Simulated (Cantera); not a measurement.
Input (Python, Cantera) and output of one run.

```python
import numpy as np
import cantera as ct

gas_names = [...]  # 92 gases of nasa_gas.yaml made of C, H, N
cond_names = """
    C(gr) C6H6(L) C7H8(L) C8H18(L),n-octa
""".split()


# ... load() reads the species with a 1 bar reference pressure and builds the phases ...
atoms = {
    'C': {'C': 1},
    'NH3': {'N': 1, 'H': 3},
    'N2': {'N': 2},
}
top_T = {'C(gr)': 4500}  # K; cautious upper limits of use, not melting points


# ... equilibrate(T, P, feed) seeds the gas with the atoms and calls Mixture.equilibrate('TP', solver="vcs", rtol=1e-11, max_steps=5000) ...
results = []
feed = {'C': 1, 'NH3': 0.017, 'N2': 1.3}  # mol
T = 2400  # K
P = 1333.22  # Pa
mix = equilibrate(T, P, feed)
results.append((T, P, feed, dict(zip(mix.species_names, mix.species_moles))))
x = sorted(zip(gas.X, gas.species_names), reverse=True)
print(f"T = {T:g} K  P = {P:g} Pa  gas = {mix.phase_moles(0):.4g} mol")
print("   x: " + "  ".join(f"{s} {v:.3e}" for v, s in x if v > 0.001))
print("   condensed (mol): " + ("  ".join(f"{mix.phase(i).name} {mix.phase_moles(i):.4g}"
      for i in range(1, mix.n_phases) if mix.phase_moles(i) > 1e-12) or "none"))
```

It prints:

```
T = 2400 K  P = 1333.22 Pa  gas = 1.343 mol
   x: N2 9.710e-01  H 1.334e-02  H2 9.374e-03  HCN 5.206e-03
   condensed (mol): C(gr) 0.9914
```

Cantera equilibrium calculation (NASA polynomials, part measured and part estimated; ideal gas, pure solids and liquids).
